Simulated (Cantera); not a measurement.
An isothermal, constant-pressure homogeneous reactor starts with CH₄ : N₂ = 1 : 110 (molar parts), at 1925 K and 600 Torr. Integrator tolerance rtol = 1e-08.

Detailed kinetics in Cantera: GRI-Mech 3.0 (53 species, 325 reactions). GRI-Mech 3.0 stops at C3 and has no aromatics, soot or wall deposition, so with more carbon than oxygen in the feed, carbon stays in small species such as C2H2 where larger ones or solid carbon would form.

Q: What does this change do: pressure from 600 Torr to 10.00 Torr?

A: 
```csv
quantity,before,after
x(CH₄) at 80.0 s,7.85e-7 (gas-phase equilibrium 3.92e-7),3.57e-9 (gas-phase equilibrium 6.23e-9)
x(CH₂) at 80.0 s,1.67e-9 (gas-phase equilibrium 8.38e-10),4.71e-10 (gas-phase equilibrium 8.24e-10)
x(HCN) at 80.0 s,0.000237 (gas-phase equilibrium 0.00858),0.000136 (gas-phase equilibrium 0.00857)
x(C₂H) at 80.0 s,5.80e-7 (gas-phase equilibrium 2.30e-8),4.61e-6 (gas-phase equilibrium 1.81e-7)
x(H) at 80.0 s,0.000124 (gas-phase equilibrium 0.000124),0.000947 (gas-phase equilibrium 0.000948)
```
Radical loss at walls, strong at low pressure, is not modelled.

Q: What does this change do: 3.9 parts H2O added?

A: 
```tsv
quantity	before	after
x(CH₄) at 80.0 s	7.85e-7 (gas-phase equilibrium 3.92e-7)	<1e-12 (gas-phase equilibrium <1e-12)
x(CH₂) at 80.0 s	1.67e-9 (gas-phase equilibrium 8.38e-10)	<1e-12 (gas-phase equilibrium <1e-12)
x(HCN) at 80.0 s	0.000237 (gas-phase equilibrium 0.00858)	2.35e-9 (gas-phase equilibrium 2.35e-9)
x(C₂H) at 80.0 s	5.80e-7 (gas-phase equilibrium 2.30e-8)	<1e-12 (gas-phase equilibrium <1e-12)
x(H) at 80.0 s	0.000124 (gas-phase equilibrium 0.000124)	0.000177 (gas-phase equilibrium 0.000177)
```
